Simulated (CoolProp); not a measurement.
Vapour pressure (MPa) of dimethyl carbonate: the reference equation beside estimates from Tc = 557.0 K, pc = 4.909 MPa, ω = 0.346. Clausius-Clapeyron is anchored at 355 K with a constant enthalpy of vaporisation of 34.35 kJ/mol.

The numbers come from the reference Helmholtz-energy equation of state, Zhou 2011 in CoolProp.

```csv
T (K),reference,Lee-Kesler,Clausius-Clapeyron,van der Waals,Redlich-Kwong,Peng-Robinson
327.8,0.02822,0.02680,0.02944,0.3810,0.08180,0.02802
355,0.07732,0.07540,0.07732,0.5991,0.1844,0.07675
382.2,0.1789,0.1781,0.1770,0.8881,0.3619,0.1783
409.5,0.3645,0.3682,0.3639,1.258,0.6407,0.3655
436.7,0.6701,___,___,1.713,1.044,0.6768
464,1.142,1.168,1.190,___,1.599,1.162
491.2,1.830,1.870,1.949,2.910,2.323,1.870
518.4,2.802,2.852,___,3.660,3.240,2.865
545.7,4.172,4.209,4.514,4.520,4.373,4.223
```

Question: Complete the blanks.

Answer: 
- 436.7, Lee-Kesler: 0.6827
- 436.7, Clausius-Clapeyron: 0.6821
- 464, van der Waals: 2.263
- 518.4, Clausius-Clapeyron: 3.030

Absolute difference from the reference over all 9 rows, mean and median: Lee-Kesler 2.0 and 1.9 %, Clausius-Clapeyron 3.8 and 4.2 %, van der Waals 324.3 and 155.6 %, Redlich-Kwong 72.2 and 55.8 %, Peng-Robinson 1.2 and 1.0 %.
